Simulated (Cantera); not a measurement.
A freely propagating, adiabatic, planar premixed flame of H₂ : O₂ : N₂ = 1 : 0.625 : 2.35 (molar parts), equivalence ratio 0.80, unburnt at 373 K and 750 Torr; mixture-averaged transport, grid criteria slope 0.08 and curve 0.16, no radiation.

Cantera simulation using the H2/O2 subset of GRI-Mech 3.0, which has no nitrogen chemistry; the numbers are that mechanism's predictions, not measurements. Burning velocities carry a grid error of a few per cent, more on coarse grids.

### Question
What does this change do: inlet temperature 373 to 423 K?

### Answer
```tsv
quantity	before	after
laminar burning velocity	245 cm/s	309 cm/s
thermal thickness	0.367 mm	0.388 mm
peak x(H₂O₂)	7.78e-5	5.98e-5
peak x(HO₂)	0.000442	0.000419
peak x(H)	0.0280	0.0310
```

### Question
What does this change do: O2 0.625 to 0.8 parts?

### Answer
```csv
quantity,before,after
laminar burning velocity,245 cm/s,228 cm/s
thermal thickness,0.367 mm,0.333 mm
peak x(H₂O₂),7.78e-5,8.02e-5
peak x(HO₂),0.000442,0.000486
peak x(H),0.0280,0.0209
```
Lean hydrogen flames are cellular in practice and burn faster than this planar one.

### Question
What does this change do: inlet temperature 373 to 525 K?

### Answer
```
quantity                    before     after
------------------------  --------  --------
laminar burning velocity  245 cm/s  471 cm/s
thermal thickness         0.367 mm  0.428 mm
peak x(H₂O₂)               7.78e-5   3.02e-5
peak x(HO₂)               0.000442  0.000355
peak x(H)                   0.0280    0.0371
```
